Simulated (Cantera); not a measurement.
Input: 1 mol Si3N4, 1.8 mol H2O, 1.6 mol H2, held at 0.000540 bar.

Equilibrium computed with Cantera from the NASA thermochemical tables; the gas is ideal and each condensed phase is pure. Candidate condensed phases: H2O, Si, SiO2, Si2N2O, Si3N4; 35 gas species. Mutual solubility and eutectic melting of coexisting phases are not modelled. The tables' values for SiN are old estimates; treat these amounts as uncertain. The tables hold silica as quartz up to 1696 K and as liquid above; real silica turns to tridymite and cristobalite and melts near 1996 K. Gases not in the tables: Si2H6 and higher silanes. Kinetics and transport are ignored.

x: gas mole fraction; n: condensed amount in mol.

```csv
T (K),x H2,x N2,x SiO,x H,x Si,x SiH,x Si2N,n SiO2(β-quartz),n Si2N2O(s),n Si(s),n Si(l)
1325,0.849,0.150,0.000462,6.49e-5,5.67e-11,8.81e-12,<1e-12,0.199,1.40,0,0
1400,0.844,0.151,___,___,___,___,<1e-12,0.193,1.39,0,0
1475,0.796,0.156,0.0475,0.000498,6.59e-8,4.87e-9,7.82e-12,0.132,1.33,0,0
1550,0.707,0.167,0.125,0.00114,3.49e-6,1.79e-7,3.12e-9,0,1.20,0,0
1625,0.696,0.171,0.130,0.00253,0.000302,1.17e-5,3.92e-6,0,1.17,0.0333,0
1700,0.468,0.277,0.249,___,___,___,___,0,0,0,1.19
1775,0.464,0.275,0.248,0.00848,0.00406,7.90e-5,3.91e-5,0,0,0,1.17
```

### Question
What belongs in the gaps?

### Answer

- 1700, x H: 0.00434
- 1700, x Si: 0.00126
- 1700, x SiH: 3.09e-5
- 1700, x Si2N: 1.68e-5
- 1400, x SiO: 0.00535
- 1400, x H: 0.000192
- 1400, x Si: 2.37e-9
- 1400, x SiH: 2.52e-10
